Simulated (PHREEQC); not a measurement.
Make-up at 20 °C: 20 mmol/kgw HF, 5 mmol/kgw Na2B4O7 and 0.36 mmol/kgw KCl. Closed to the air; pH follows from the charge balance.

All values are PHREEQC results (ion-association model, phreeqc.dat), not measurements.

```
quantity                   before     after
------------------------  -------  --------
pH                           4.02      2.56
ionic strength (mol/kgw)   0.0104   0.00531
H2BO3- (mol/kgw)          9.38e-8  7.50e-11
```

**Question.** Name the change that produced these shifts.
A) temperature from 20 to 60 °C
B) KCl replaced by K2CO3 at the same molality
C) KCl left out
D) temperature from 20 to 45 °C
E) Na2B4O7 from 0.005 to 0.001 mol/kgw

**Answer.** E, Na2B4O7 from 0.005 to 0.001 mol/kgw

Precipitation was switched off in this run. Real BF4- forms and hydrolyses slowly; the run takes it at equilibrium.
